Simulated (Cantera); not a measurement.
A closed system holds: 1 mol SiH4, 0.027 mol Cl2, 14 mol H2, equilibrated at 1000 K and 1 atm.

Equilibrium computed with Cantera from the NASA thermochemical tables; the gas is ideal and each condensed phase is pure. Candidate condensed phases: Si; 19 gas species. The numbers say what is thermodynamically allowed, not how fast it happens.

Base state: H2 0.998, HCl 0.00201, SiHCl3 0.000271, SiH2Cl2 0.000102, SiCl4 7.73e-5 (mole fractions); condensed: Si(s).

### Question
What changes in the equilibrium state with this change: temperature from 1000 K to 1273.15 K?

### Answer
```
species       before    after
----------  --------  -------
H2             0.998    0.997
HCl          0.00201  0.00327
SiCl2        6.87e-6  2.78e-5
SiHCl3      0.000271  4.79e-6
SiCl4        7.73e-5  3.93e-7
SiH2Cl2     0.000102  8.07e-6
Si(s), mol     0.992    0.999
```
